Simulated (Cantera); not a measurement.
A Cantera script and its output.

```python
import numpy as np
import cantera as ct

gas = ct.Solution("gri30.yaml")
gas.TPX = 700, 1000000, {'CH4': 1.4, 'O2': 3.23, 'N2': 12.1, 'H2O': 0.35}
inlet = ct.Reservoir(gas, clone=True)
gas.equilibrate("HP")  # start burning
reactor = ct.IdealGasConstPressureReactor(gas, energy="on", clone=False)
exhaust = ct.Reservoir(gas, clone=True)
tau = [0.49, 0.2, 0.086, 0.036, 0.015, 0.0064, 0.0027, 0.0011, 0.00047, 0.0002, 8.3e-05, 3.5e-05][0]
for a, b in ((inlet, reactor), (reactor, exhaust)):
    ct.MassFlowController(a, b, mdot=lambda t: reactor.mass / tau)
net = ct.ReactorNet([reactor])
show = ['CH4', 'O2', 'H2O', 'C2H', 'O']

rows = []
print(f"{'tau/s':>10s}{'T/K':>9s}" + "".join(f"{s:>11s}" for s in show))
for tau in [0.49, 0.2, 0.086, 0.036, 0.015, 0.0064, 0.0027, 0.0011, 0.00047, 0.0002, 8.3e-05, 3.5e-05]:
    net.initial_time = 0.0
    net.advance(30 * tau)
    before = gas.X
    net.advance(40 * tau)
    drift = np.max(np.abs(gas.X - before) / (gas.X + 1e-9))
    rows.append([gas.T, *gas[show].X, drift])
    print(f"{tau:10.3e}{gas.T:9.1f}" + "".join(f"{x:11.3e}" for x in gas[show].X))
```

It prints:

```
     tau/s      T/K        CH4         O2        H2O        C2H          O
 4.900e-01   2340.3  7.386e-08  2.320e-02  1.810e-01  1.373e-15  3.034e-04
 2.000e-01   2340.8  1.800e-07  2.334e-02  1.810e-01  7.506e-15  3.056e-04
 8.600e-02   2341.6  4.146e-07  2.360e-02  1.810e-01  3.848e-14  3.098e-04
 3.600e-02   2342.9  9.733e-07  2.404e-02  1.809e-01  2.089e-13  3.176e-04
 1.500e-02   2344.1  2.276e-06  2.461e-02  1.808e-01  1.132e-12  3.299e-04
 6.400e-03   2343.9  5.149e-06  2.517e-02  1.807e-01  5.701e-12  3.481e-04
 2.700e-03   2340.7  1.155e-05  2.572e-02  1.804e-01  2.763e-11  3.799e-04
 1.100e-03   2331.6  2.574e-05  2.640e-02  1.798e-01  1.258e-10  4.451e-04
 4.700e-04   2314.5  5.224e-05  2.741e-02  1.787e-01  4.430e-10  5.642e-04
 2.000e-04   2285.5  1.024e-04  2.902e-02  1.770e-01  1.315e-09  7.698e-04
 8.300e-05   2240.1  2.049e-04  3.162e-02  1.744e-01  3.548e-09  1.084e-03
 3.500e-05   2175.3  4.319e-04  3.570e-02  1.709e-01  9.169e-09  1.434e-03
```

Computed with Cantera and GRI-Mech 3.0 (53 species, 325 reactions).
